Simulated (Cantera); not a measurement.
# Thermodynamics of chlorosilane synthesis and conversion, feed Si + HCl + H2

Charge: 1 mol Si, 0.62 mol HCl, 7.9 mol H2, equilibrated at 1.00 bar.

These are equilibrium values from Cantera (NASA tables, ideal gas, pure condensed phases), not measurements of a reactor. Candidate condensed phases: Si; 19 gas species. The tables' values for SiCl3 are old estimates; treat these amounts as uncertain. Kinetics and transport are ignored.

From 575 °C to 975 °C the condensed part is Si(s). The main Si-bearing gas is SiHCl3 throughout. The share of Si in condensed phases is highest at 975 °C (88.0 %) and lowest at 575 °C (82.1 %).

```json
[
 {"T (°C)": "575", "x H2": "0.977", "x HCl": "0.00145", "x SiHCl3": "0.0106", "x SiCl4": "0.00973", "x SiCl2": "2.55e-6", "n Si(s)": "0.821"},
 {"T (°C)": "625", "x H2": "0.976", "x HCl": "0.00254", "x SiHCl3": "0.0103", "x SiCl4": "0.00963", "x SiCl2": "8.90e-6", "n Si(s)": "0.824"},
 {"T (°C)": "675", "x H2": "0.975", "x HCl": "0.00416", "x SiHCl3": "0.00997", "x SiCl4": "0.00943", "x SiCl2": "2.70e-5", "n Si(s)": "0.828"},
 {"T (°C)": "725", "x H2": "0.974", "x HCl": "0.00644", "x SiHCl3": "0.00953", "x SiCl4": "0.00909", "x SiCl2": "7.22e-5", "n Si(s)": "0.833"},
 {"T (°C)": "775", "x H2": "0.971", "x HCl": "0.00951", "x SiHCl3": "0.00897", "x SiCl4": "0.00859", "x SiCl2": "0.000174", "n Si(s)": "0.840"},
 {"T (°C)": "825", "x H2": "0.969", "x HCl": "0.0134", "x SiHCl3": "0.00828", "x SiCl4": "0.00788", "x SiCl2": "0.000378", "n Si(s)": "0.849"},
 {"T (°C)": "875", "x H2": "0.965", "x HCl": "0.0182", "x SiHCl3": "0.00743", "x SiCl4": "0.00697", "x SiCl2": "0.000749", "n Si(s)": "0.859"},
 {"T (°C)": "925", "x H2": "0.961", "x HCl": "0.0236", "x SiHCl3": "0.00643", "x SiCl4": "0.00586", "x SiCl2": "0.00136", "n Si(s)": "0.869"},
 {"T (°C)": "975", "x H2": "0.956", "x HCl": "0.0293", "x SiHCl3": "0.00531", "x SiCl4": "0.00463", "x SiCl2": "0.00226", "n Si(s)": "0.880"}
]
```
x: gas mole fraction; n: condensed amount in mol.
